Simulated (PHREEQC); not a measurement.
Consider water at 25 °C with 0.0015 mol/kgw HNO3, 0.087 mol/kgw K2SO4 and 0.029 mol/kgw CO2. Closed to the air; pH follows from the charge balance.

All values are PHREEQC results (ion-association model, wateq4f.dat), not measurements.

No solid was allowed to form.

Problem. Estimate the pH, ionic strength.

Solution. pH 3.39; ionic strength 0.222 mol/kgw.

Problem. In which forms is K present?

Solution. K+ 89 %, KSO4- 11 % of the K.

Species that the database lacks are ignored.
